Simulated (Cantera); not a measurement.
An adiabatic, constant-pressure homogeneous reactor starts with CH₄ : O₂ : N₂ = 1 : 1.11 : 4.18 (molar parts), equivalence ratio 1.8, at 1673 K and 1.68 atm. Integrator tolerance rtol = 1e-08.

Computed with Cantera and GRI-Mech 3.0 (53 species, 325 reactions).

Problem. What does this change do: initial temperature 1673 to 1050 K?

Solution. 
```json
[
 {"quantity": "time of steepest temperature rise", "before": "0.204 ms", "after": "0.379 s"},
 {"quantity": "temperature at 3.00 s", "before": "2721 K", "after": "2268 K"},
 {"quantity": "equilibrium temperature", "before": "2721 K", "after": "2268 K"},
 {"quantity": "x(CH₄) at 3.00 s", "before": "6.24e-12 (gas-phase equilibrium 7.08e-12)", "after": "4.69e-11 (gas-phase equilibrium 5.32e-11)"},
 {"quantity": "x(O₂) at 3.00 s", "before": "0.000199 (gas-phase equilibrium 0.000199)", "after": "2.20e-6 (gas-phase equilibrium 2.20e-6)"},
 {"quantity": "x(C₂H) at 3.00 s", "before": "<1e-12 (gas-phase equilibrium <1e-12)", "after": "<1e-12 (gas-phase equilibrium <1e-12)"},
 {"quantity": "x(H) at 3.00 s", "before": "0.0167 (gas-phase equilibrium 0.0167)", "after": "0.00229 (gas-phase equilibrium 0.00229)"},
 {"quantity": "x(C₂H₆) at 3.00 s", "before": "<1e-12 (gas-phase equilibrium <1e-12)", "after": "<1e-12 (gas-phase equilibrium <1e-12)"}
]
```

Problem. What does this change do: 0.011 parts C2H6 added?

Solution. 
```tsv
quantity	before	after
time of steepest temperature rise	0.204 ms	0.144 ms
temperature at 3.00 s	2721 K	2708 K
equilibrium temperature	2721 K	2708 K
x(CH₄) at 3.00 s	6.24e-12 (gas-phase equilibrium 7.08e-12)	7.82e-12 (gas-phase equilibrium 8.85e-12)
x(O₂) at 3.00 s	0.000199 (gas-phase equilibrium 0.000199)	0.000157 (gas-phase equilibrium 0.000157)
x(C₂H) at 3.00 s	<1e-12 (gas-phase equilibrium <1e-12)	<1e-12 (gas-phase equilibrium <1e-12)
x(H) at 3.00 s	0.0167 (gas-phase equilibrium 0.0167)	0.0163 (gas-phase equilibrium 0.0163)
x(C₂H₆) at 3.00 s	<1e-12 (gas-phase equilibrium <1e-12)	<1e-12 (gas-phase equilibrium <1e-12)
```
